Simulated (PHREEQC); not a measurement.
0.067 g of hydrous ferric oxide (600 m²/g; 0.2 weak and 0.005 strong sites per Fe, Dzombak-Morel constants, diffuse double layer) in 1 kg of water with 0.3 mol/kgw of an inert sodium salt and 8.9e-05 mol PbCl2 and 2.1e-05 mol MgCl2, at 25 °C; the pH is set by adding NaOH or the inert anion's acid. Oxygen alone is held at its pressure in air (log pO2 = -0.68). CO2 from the air is kept out. Precipitation was switched off in this run.

All values are PHREEQC results (ion-association model, wateq4f.dat), not measurements.

```tsv
pH	Pb sorbed (%)	Mg sorbed (%)	surface charge σ (C/m²)	surface potential ψ (mV)
4	3.6	0.0	0.349	123
4.5	4.5	0.0	0.319	118
5	7.2	0.0	0.272	110
5.5	21.4	0.0	0.222	100
6	53.1	0.0	0.192	93
6.5	78.7	0.0	0.178	90
7	91.4	0.0	0.163	85
7.5	96.6	0.0	0.139	78
8	98.4	0.1	0.112	68
8.5	98.8	0.4	0.088	58
9	98.5	0.9	0.070	48
9.5	97.0	1.9	0.055	40
10	92.9	5.0	0.036	28
```

Along this series the solution becomes supersaturated in solids that the run did not let form, among them Pb(OH)2. Species that the database lacks are ignored.
